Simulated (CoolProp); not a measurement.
Values from CoolProp's reference Helmholtz-energy equation of state, Lemmon 2006. It is a short technical equation, of lower accuracy than the large ones.

Task: For carbonyl sulfide, give the phase and the density (kg/m³), cv (kJ/(kg K)) at -98.25 °C and 5710 kPa; -69.95 °C and 5710 kPa.

Result: 
- -98.25 °C and 5710 kPa: liquid; density 1280, cv 0.743
- -69.95 °C and 5710 kPa: liquid; density 1220, cv 0.717
